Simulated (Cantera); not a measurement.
An adiabatic, constant-pressure homogeneous reactor starts with C2H4 : O2 : N2 : H2O = 1 : 1.88 : 7.05 : 2.3 (molar parts), equivalence ratio 1.6, at 1625 K and 500000 Pa.

Cantera simulation using GRI-Mech 3.0 (53 species, 325 reactions); the numbers are that mechanism's predictions, not measurements. GRI-Mech 3.0 was tuned for natural gas; its chemistry of ethylene as a main component is partial and can be far from experiment.

Q: Predict: time of steepest temperature rise; temperature at 0.100 s; equilibrium temperature; x(O2) at 0.100 s; x(H2O) at 0.100 s; x(NO) at 0.100 s; x(HCO) at 0.100 s; x(HO2) at 0.100 s.

A: 
```json
{
  "time_of_steepest_temperature_rise": "4.81 µs",
  "temperature at 0.100 s": "2785 K",
  "equilibrium_temperature": "2785 K",
  "x(O2) at 0.100 s": "0.000976 (gas-phase equilibrium 0.000976)",
  "x(H2O) at 0.100 s": "0.239 (gas-phase equilibrium 0.239)",
  "x(NO) at 0.100 s": "0.00200 (gas-phase equilibrium 0.00200)",
  "x(HCO) at 0.100 s": "4.49e-7 (gas-phase equilibrium 4.49e-7)",
  "x(HO2) at 0.100 s": "1.14e-6 (gas-phase equilibrium 1.14e-6)"
}
```
